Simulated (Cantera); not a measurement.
Input: 1 mol CuO, 7.5 mol CO, equilibrated at 1600 °C and 750 Torr.

Equilibrium computed with Cantera from the NASA thermochemical tables; the gas is ideal and each condensed phase is pure. Candidate condensed phases: C, Cu, CuO, Cu2O; 15 gas species. Rates play no part.

Base state: CO 0.866, CO2 0.133, Cu 0.00122 (mole fractions); condensed: Cu(l).

Question: What changes in the equilibrium state with this change: CuO replaced by Fe3O4?

Answer: 
| species | before | after |
|---|---|---|
| CO | 0.866 | 0.867 |
| CO2 | 0.133 | 0.133 |
| Fe | 0 | 5.75e-5 |
| Cu | 0.00122 | 0 |
| Cu(l), mol | 0.991 | 0 |
| FeO(l), mol | 0 | 3.00 |
The tables' stoichiometric FeO is somewhat more stable than real wüstite, so its field is too wide. FeO: taken at fixed stoichiometry. Further candidate phases: Fe, Fe(CO)5, FeO, Fe2O3, Fe3O4.
